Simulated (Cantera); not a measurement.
A perfectly stirred reactor is fed with CH₄ : O₂ : N₂ = 0.009 : 0.0041 : 1 (molar parts), at 10.9 atm; it is held at 950 K, and followed from long to short residence time.

Detailed kinetics in Cantera: GRI-Mech 3.0 (53 species, 325 reactions).

x: mole fraction; the columns are a selection and need not sum to one.

| τ (s) | x CH₄ | x O₂ | x C₂H₆ | x HO₂ | x CH₂CO | x CH₂O |
|---|---|---|---|---|---|---|
| 13 | 0.00613 | 0.000731 | 5.18e-5 | 2.58e-7 | 5.85e-6 | 5.53e-5 |
| 4.4 | 0.00641 | 0.00120 | 5.71e-5 | 4.64e-7 | 5.20e-6 | 8.54e-5 |
| 1.5 | 0.00701 | 0.00198 | 5.98e-5 | 7.35e-7 | 3.63e-6 | 0.000123 |
| 0.48 | 0.00888 | 0.00405 | (withheld) | (withheld) | <1e-12 | (withheld) |
| 0.16 | 0.00888 | 0.00405 | 1.13e-8 | 1.07e-9 | <1e-12 | 3.53e-8 |
| 0.053 | 0.00888 | 0.00405 | 1.67e-9 | 8.23e-10 | <1e-12 | 7.58e-9 |
| 0.018 | 0.00888 | 0.00405 | 7.70e-11 | 4.99e-10 | <1e-12 | 9.02e-10 |
| 0.0058 | 0.00888 | 0.00405 | 1.29e-12 | 2.16e-10 | <1e-12 | 6.33e-11 |
| 0.0019 | 0.00888 | 0.00405 | <1e-12 | 7.97e-11 | <1e-12 | 5.35e-12 |
| 0.00064 | 0.00888 | 0.00405 | <1e-12 | 2.80e-11 | <1e-12 | <1e-12 |

**Question.** Fill in the missing entries.

**Answer.** 
- 0.48, x C₂H₆: 4.80e-8
- 0.48, x HO₂: 1.33e-9
- 0.48, x CH₂O: 1.28e-7
